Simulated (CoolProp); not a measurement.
Aqueous ethylene glycol as a coolant, 33 % by mass, freezing at -17.1 °C, 1 atm.

The numbers come from the Melinder's fits for secondary coolants in CoolProp.

```json
[
 {"T (°C)": "-5.9", "Prandtl number": "49.9", "cp (kJ/(kg K))": "3.572", "conductivity (W/(m K))": "0.429", "density (kg/m³)": "1051"},
 {"T (°C)": "-1.4", "Prandtl number": "(withheld)", "cp (kJ/(kg K))": "(withheld)", "conductivity (W/(m K))": "0.434", "density (kg/m³)": "1050"},
 {"T (°C)": "3.1", "Prandtl number": "34.3", "cp (kJ/(kg K))": "3.603", "conductivity (W/(m K))": "0.438", "density (kg/m³)": "1049"},
 {"T (°C)": "7.6", "Prandtl number": "28.9", "cp (kJ/(kg K))": "3.619", "conductivity (W/(m K))": "0.442", "density (kg/m³)": "1047"},
 {"T (°C)": "12.1", "Prandtl number": "24.6", "cp (kJ/(kg K))": "3.634", "conductivity (W/(m K))": "0.446", "density (kg/m³)": "1045"},
 {"T (°C)": "16.6", "Prandtl number": "21.1", "cp (kJ/(kg K))": "3.649", "conductivity (W/(m K))": "0.450", "density (kg/m³)": "1044"},
 {"T (°C)": "21.1", "Prandtl number": "18.3", "cp (kJ/(kg K))": "3.664", "conductivity (W/(m K))": "0.454", "density (kg/m³)": "1042"},
 {"T (°C)": "25.5", "Prandtl number": "16.0", "cp (kJ/(kg K))": "3.678", "conductivity (W/(m K))": "0.457", "density (kg/m³)": "1040"},
 {"T (°C)": "30", "Prandtl number": "14.1", "cp (kJ/(kg K))": "3.692", "conductivity (W/(m K))": "0.461", "density (kg/m³)": "1038"},
 {"T (°C)": "34.5", "Prandtl number": "(withheld)", "cp (kJ/(kg K))": "3.707", "conductivity (W/(m K))": "0.465", "density (kg/m³)": "1035"}
]
```

**Question.** Complete the blanks.

**Answer.** 
- -1.4, Prandtl number: 41.2
- -1.4, cp (kJ/(kg K)): 3.588
- 34.5, Prandtl number: 12.5
